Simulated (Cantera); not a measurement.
A closed system holds: 1 mol Si2Cl6, 0.95 mol Cl2, 94 mol H2, at 250 Pa.

Equilibrium computed with Cantera from the NASA thermochemical tables; the gas is ideal and each condensed phase is pure. Candidate condensed phases: Si; 19 gas species. The feed counts by its element totals alone. The tables' values for SiCl3 are old estimates; treat these amounts as uncertain. Equilibrium is a limit: real reactors are often held back by kinetics, nucleation or transport. All values below are at 1223 K.

Base state: H2 0.931, HCl 0.0589, SiCl2 0.00905, SiCl3 0.000624, SiCl4 0.000342, SiHCl3 0.000167, SiH2Cl2 1.09e-5 (mole fractions); condensed: Si(s).

What changes in the equilibrium state with this change: Cl2 from 0.95 to 0.0071 mol?


```tsv
species	before	after
H2	0.931	0.945
HCl	0.0589	0.0482
SiCl2	0.00905	0.00598
SiCl4	0.000342	0.000149
SiCl3	0.000624	0.000335
Si(s), mol	1.00	1.36
```
